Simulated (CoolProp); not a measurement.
Properties of carbon monoxide along the isobar 2.68 MPa.

The numbers come from the reference Helmholtz-energy equation of state, Lemmon 2006 in CoolProp. It is a short technical equation, of lower accuracy than the large ones.

```json
[
 {"T (K)": "112.7", "phase": "liquid", "speed of sound (m/s)": "565.8", "isothermal compressibility (1/MPa)": "?", "expansivity (1/kK)": "10.33"},
 {"T (K)": "141.7", "phase": "gas", "speed of sound (m/s)": "215.8", "isothermal compressibility (1/MPa)": "0.5260", "expansivity (1/kK)": "16.93"},
 {"T (K)": "156.2", "phase": "gas", "speed of sound (m/s)": "237.7", "isothermal compressibility (1/MPa)": "0.4561", "expansivity (1/kK)": "11.36"},
 {"T (K)": "170.7", "phase": "gas", "speed of sound (m/s)": "255.2", "isothermal compressibility (1/MPa)": "0.4261", "expansivity (1/kK)": "?"},
 {"T (K)": "185.2", "phase": "gas", "speed of sound (m/s)": "270.3", "isothermal compressibility (1/MPa)": "0.4094", "expansivity (1/kK)": "?"},
 {"T (K)": "199.7", "phase": "gas", "speed of sound (m/s)": "283.9", "isothermal compressibility (1/MPa)": "0.3989", "expansivity (1/kK)": "6.429"},
 {"T (K)": "214.2", "phase": "gas", "speed of sound (m/s)": "296.5", "isothermal compressibility (1/MPa)": "0.3917", "expansivity (1/kK)": "5.710"},
 {"T (K)": "228.7", "phase": "gas", "speed of sound (m/s)": "308.1", "isothermal compressibility (1/MPa)": "0.3867", "expansivity (1/kK)": "?"},
 {"T (K)": "243.2", "phase": "gas", "speed of sound (m/s)": "?", "isothermal compressibility (1/MPa)": "0.3829", "expansivity (1/kK)": "4.716"},
 {"T (K)": "257.7", "phase": "gas", "speed of sound (m/s)": "?", "isothermal compressibility (1/MPa)": "0.3801", "expansivity (1/kK)": "4.353"}
]
```

Q: Complete the blanks.

A: 
- 112.7, isothermal compressibility (1/MPa): 0.01231
- 170.7, expansivity (1/kK): 8.876
- 185.2, expansivity (1/kK): 7.414
- 228.7, expansivity (1/kK): 5.157
- 243.2, speed of sound (m/s): 319.1
- 257.7, speed of sound (m/s): 329.5
